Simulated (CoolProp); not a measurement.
Aqueous magnesium chloride as a coolant, at 39 °C, 1 atm.

Computed with CoolProp (Melinder's fits for secondary coolants).

| mass % | freezing point (°C) | density (kg/m³) | cp (kJ/(kg K)) | viscosity (mPa s) | conductivity (W/(m K)) |
|---|---|---|---|---|---|
| 2 | -1.2 | 1009 | 4.076 | 0.762 | 0.624 |
| 5.4 | -3.3 | 1037 | 3.891 | 0.791 | 0.617 |
| 8.8 | -6.7 | 1066 | 3.703 | 0.845 | 0.610 |
| 12.3 | -11.8 | 1096 | 3.519 | 0.982 | 0.602 |
| 15.7 | -18.2 | 1126 | 3.356 | 1.15 | 0.592 |
| 19.1 | -26.2 | 1158 | 3.203 | 1.39 | 0.581 |
| 22.5 | -37.4 | 1192 | 3.039 | 2.38 | 0.571 |
| 26 | -57.0 | 1231 | 2.816 | 13.9 | 0.560 |
